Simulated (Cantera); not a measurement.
An isothermal, constant-pressure homogeneous reactor starts with CO : O2 : H2O : N2 = 0.021 : 0.0072 : 0.0045 : 1 (molar parts), at 1500 K and 9.90 bar.

Model: GRI-Mech 3.0 (53 species, 325 reactions), integrated in Cantera.

One state of this run: x CO = 0.0179; x O2 = 0.00567; x H2O = 0.00406; x H2O2 = 1.32e-7; x CO2 = 0.00244; x HO2 = 8.84e-6. x: mole fraction; the columns are a selection and need not sum to one.

Task: Which value of t (s) does it belong to?
A) 0.130
B) 1.19
C) 0.000168
D) 2.00e-6

Result: C, 0.000168
